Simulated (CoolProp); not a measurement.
A single-stage vapour-compression cycle with R115: evaporating at 255.15 K (dew point), condensing at 323.15 K (bubble point), superheat 2 K, subcooling 5 K, compressor efficiency 0.9, no pressure losses. Each further row changes one setting.

Model: reference Helmholtz-energy equation of state, Lemmon 2016, in CoolProp.

```tsv
case	cooling COP	pressure ratio	discharge temperature (K)	refrigerating effect (kJ/kg)	volumetric capacity (kJ/m³)
as stated	1.90	6.92	323.2	50.7	948
evaporating temperature 260.15 K	2.20	…	323.2	…	1190
condensing temperature 318.15 K	2.24	6.18	318.2	56.6	1060
subcooling 10 K	2.12	6.92	323.2	56.7	1060
superheat 12 K	…	6.92	…	57.7	1030
compressor efficiency 0.8	1.69	6.92	323.2	50.7	948
```

Complete the blanks.


- evaporating temperature 260.15 K, pressure ratio: 5.78
- evaporating temperature 260.15 K, refrigerating effect (kJ/kg): 53.4
- superheat 12 K, cooling COP: 2.02
- superheat 12 K, discharge temperature (K): 328.1

The compression ends wet for: as stated; evaporating temperature 260.15 K; condensing temperature 318.15 K; subcooling 10 K; compressor efficiency 0.8.
